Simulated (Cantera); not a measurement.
Input: 1 mol FeS, 0.26 mol SO3, 0.31 mol O2, at 898.15 K and 0.110 bar.

Equilibrium computed with Cantera from the NASA thermochemical tables; the gas is ideal and each condensed phase is pure. Candidate condensed phases: Fe, FeO, FeS, FeSO4, FeS2, Fe2O3, Fe2(SO4)3, Fe3O4, S; 12 gas species. FeS: taken at fixed stoichiometry. Gases not in the tables: S3 to S7. Equilibrium is a limit: real reactors are often held back by kinetics, nucleation or transport.

Base state: SO2 0.976, S2 0.0219, S2O 0.00199 (mole fractions); condensed: FeS(s) + Fe3O4(s).

Question: What changes in the equilibrium state with this change: temperature from 898.15 K to 948.15 K?

Answer: 
```
species         before    after
-------------  -------  -------
SO2              0.976    0.969
S2              0.0219   0.0287
S2O            0.00199  0.00236
SO             8.28e-6  2.08e-5
FeS(s), mol      0.721    0.717
Fe3O4(s), mol   0.0929   0.0944
```
